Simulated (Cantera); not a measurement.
An isothermal, constant-pressure homogeneous reactor starts with H2 : O2 = 0.016 : 1 (molar parts), equivalence ratio 0.0080, at 1450 K and 0.00100 bar. Integrator tolerance rtol = 1e-08.

Cantera simulation using GRI-Mech 3.0 (53 species, 325 reactions); the numbers are that mechanism's predictions, not measurements. Radical loss at walls, strong at low pressure, is not modelled.

Question: What does this change do: pressure from 0.00100 bar to 0.0133 bar?

Answer: 
| quantity | before | after |
|---|---|---|
| x(H2) at 9.00 s | 8.15e-5 (gas-phase equilibrium 4.80e-7) | 5.59e-7 (gas-phase equilibrium 1.32e-7) |
| x(O2) at 9.00 s | 0.971 (gas-phase equilibrium 0.984) | 0.984 (gas-phase equilibrium 0.984) |
| x(H2O) at 9.00 s | 0.0144 (gas-phase equilibrium 0.0158) | 0.0158 (gas-phase equilibrium 0.0158) |
| x(H) at 9.00 s | 0.000504 (gas-phase equilibrium 2.09e-7) | 2.61e-7 (gas-phase equilibrium 2.99e-8) |
| x(HO2) at 9.00 s | 3.94e-8 (gas-phase equilibrium 3.02e-8) | 4.14e-8 (gas-phase equilibrium 5.78e-8) |
| x(H2O2) at 9.00 s | 9.61e-10 (gas-phase equilibrium 7.63e-11) | 7.11e-10 (gas-phase equilibrium 2.79e-10) |

Question: What does this change do: temperature 1450 to 950 K?

Answer: 
```tsv
quantity	before	after
x(H2) at 9.00 s	8.15e-5 (gas-phase equilibrium 4.80e-7)	2.97e-5 (gas-phase equilibrium 9.28e-12)
x(O2) at 9.00 s	0.971 (gas-phase equilibrium 0.984)	0.981 (gas-phase equilibrium 0.984)
x(H2O) at 9.00 s	0.0144 (gas-phase equilibrium 0.0158)	0.0156 (gas-phase equilibrium 0.0159)
x(H) at 9.00 s	0.000504 (gas-phase equilibrium 2.09e-7)	0.000277 (gas-phase equilibrium <1e-12)
x(HO2) at 9.00 s	3.94e-8 (gas-phase equilibrium 3.02e-8)	1.99e-7 (gas-phase equilibrium 9.06e-11)
x(H2O2) at 9.00 s	9.61e-10 (gas-phase equilibrium 7.63e-11)	1.90e-9 (gas-phase equilibrium <1e-12)
```
